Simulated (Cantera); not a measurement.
Feed: 1 mol CH4, 0.34 mol NH3, 0.96 mol H2, at 48.0 Pa.

These are equilibrium values from Cantera (NASA tables, ideal gas, pure condensed phases), not measurements of a reactor. Candidate condensed phases: C, C6H6, C7H8, C8H18; 92 gas species. Rates play no part.

Which condensed phases are stable at each of these points (T (K)): 2348, 2423, 2498, 2573, 2648, 2723, 2798, 2873?


```tsv
T (K)	condensed phases	C condensed (%)
2348	C(graphite)	93.7
2423	C(graphite)	92.1
2498	C(graphite)	89.5
2573	C(graphite)	83.9
2648	C(graphite)	69.2
2723	C(graphite)	29.5
2798	gas only	0.0
2873	gas only	0.0
```

From 2348 K to 2723 K the condensed part is C(graphite). From 2798 K to 2873 K nothing is condensed.
